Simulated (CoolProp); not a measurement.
Vapour-liquid equilibrium of CH2F2 (R32) (1) + propylene (2) at 9.59 bar; x and y are mole fractions of (1).

Model: multi-fluid Helmholtz-energy mixture model, Tillner-Roth 1997 and Lemmon 2013; pair parameters Bell 2016, in CoolProp.

| x | bubble temperature, mixture model (°C) | bubble temperature, Raoult's law (°C) | y, mixture model | y, Raoult's law |
|---|---|---|---|---|
| 0.05 | 13.0 | 16.9 | 0.140 | 0.071 |
| 0.125 | 7.9 | 15.7 | 0.286 | 0.170 |
| 0.2 | 4.6 | 14.6 | 0.383 | 0.264 |
| 0.275 | 2.4 | 13.5 | 0.452 | 0.352 |
| 0.35 | 0.9 | 12.5 | 0.504 | 0.435 |
| 0.425 | -0.1 | 11.5 | 0.545 | 0.513 |
| 0.5 | -0.6 | 10.6 | 0.580 | 0.587 |
| 0.575 | -1.0 | 9.7 | 0.612 | 0.658 |
| 0.65 | -1.1 | 8.8 | 0.646 | 0.725 |
| 0.725 | -0.9 | 8.0 | 0.683 | 0.789 |
| 0.8 | -0.4 | 7.2 | 0.730 | 0.850 |
| 0.875 | 0.7 | 6.5 | 0.796 | 0.908 |
| 0.95 | 2.9 | 5.7 | 0.898 | 0.964 |

The largest gap from Raoult's law is -11.6 K in bubble temperature, at x = 0.425. y crosses x between x = 0.575 and 0.65: the model has an azeotrope there.

Pair parameters are fitted to limited data, so mixtures are less certain than the pure fluids.
